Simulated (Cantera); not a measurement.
Adiabatic ignition

An adiabatic, constant-volume homogeneous reactor starts with 0.803 % C3H8, 12.5 % O2, 86.7 % N2, equivalence ratio 0.32, at 1400 K and 750 Torr.

Detailed kinetics in Cantera: GRI-Mech 3.0 (53 species, 325 reactions). GRI-Mech 3.0 was tuned for natural gas; its chemistry of propane as a main component is partial and can be far from experiment.

```json
[
 {"t (s)": "5.00e-6", "T (K)": "1400", "P (bar)": "1.000", "x C3H8": "0.00800", "x O2": "0.125", "x CH2": "6.51e-10", "x CH2CO": "1.03e-9", "x C2H2": "2.00e-10", "x CO2": "3.17e-9", "x CH3": "2.51e-5"},
 {"t (s)": "1.85e-5", "T (K)": "1399", "P (bar)": "0.999", "x C3H8": "0.00789", "x O2": "0.125", "x CH2": "8.76e-9", "x CH2CO": "8.90e-8", "x C2H2": "1.38e-8", "x CO2": "2.01e-7", "x CH3": "0.000122"},
 {"t (s)": "6.86e-5", "T (K)": "1398", "P (bar)": "1.000", "x C3H8": "0.00718", "x O2": "0.125", "x CH2": "7.35e-8", "x CH2CO": "5.57e-6", "x C2H2": "8.44e-7", "x CO2": "7.92e-6", "x CH3": "0.000386"},
 {"t (s)": "0.000254", "T (K)": "1697", "P (bar)": "1.24", "x C3H8": "5.60e-11", "x O2": "0.0921", "x CH2": "1.74e-6", "x CH2CO": "0.000217", "x C2H2": "3.72e-6", "x CO2": "0.00378", "x CH3": "9.61e-6"},
 {"t (s)": "0.000941", "T (K)": "1957", "P (bar)": "1.41", "x C3H8": "<1e-12", "x O2": "0.0837", "x CH2": "<1e-12", "x CH2CO": "<1e-12", "x C2H2": "<1e-12", "x CO2": "0.0232", "x CH3": "<1e-12"},
 {"t (s)": "0.00349", "T (K)": "1977", "P (bar)": "1.42", "x C3H8": "<1e-12", "x O2": "0.0841", "x CH2": "<1e-12", "x CH2CO": "<1e-12", "x C2H2": "<1e-12", "x CO2": "0.0238", "x CH3": "<1e-12"},
 {"t (s)": "0.0129", "T (K)": "1978", "P (bar)": "1.42", "x C3H8": "<1e-12", "x O2": "0.0841", "x CH2": "<1e-12", "x CH2CO": "<1e-12", "x C2H2": "<1e-12", "x CO2": "0.0238", "x CH3": "<1e-12"},
 {"t (s)": "0.0478", "T (K)": "1978", "P (bar)": "1.42", "x C3H8": "<1e-12", "x O2": "0.0841", "x CH2": "<1e-12", "x CH2CO": "<1e-12", "x C2H2": "<1e-12", "x CO2": "0.0238", "x CH3": "<1e-12"},
 {"t (s)": "0.177", "T (K)": "1978", "P (bar)": "1.42", "x C3H8": "<1e-12", "x O2": "0.0841", "x CH2": "<1e-12", "x CH2CO": "<1e-12", "x C2H2": "<1e-12", "x CO2": "0.0238", "x CH3": "<1e-12"},
 {"t (s)": "0.656", "T (K)": "1976", "P (bar)": "1.42", "x C3H8": "<1e-12", "x O2": "0.0838", "x CH2": "<1e-12", "x CH2CO": "<1e-12", "x C2H2": "<1e-12", "x CO2": "0.0238", "x CH3": "<1e-12"},
 {"t (s)": "2.43", "T (K)": "1971", "P (bar)": "1.42", "x C3H8": "<1e-12", "x O2": "0.0831", "x CH2": "<1e-12", "x CH2CO": "<1e-12", "x C2H2": "<1e-12", "x CO2": "0.0238", "x CH3": "<1e-12"},
 {"t (s)": "9.00", "T (K)": "1965", "P (bar)": "1.42", "x C3H8": "<1e-12", "x O2": "0.0821", "x CH2": "<1e-12", "x CH2CO": "<1e-12", "x C2H2": "<1e-12", "x CO2": "0.0238", "x CH3": "<1e-12"}
]
```
x: mole fraction; the columns are a selection and need not sum to one.

- time of steepest temperature rise: 0.245 ms
- temperature at 9.00 s: 1965 K
- equilibrium temperature: 1964 K
- x(C3H8) at 9.00 s: <1e-12 (gas-phase equilibrium <1e-12)
- x(O2) at 9.00 s: 0.0821 (gas-phase equilibrium 0.0819)
- x(CH2) at 9.00 s: <1e-12 (gas-phase equilibrium <1e-12)
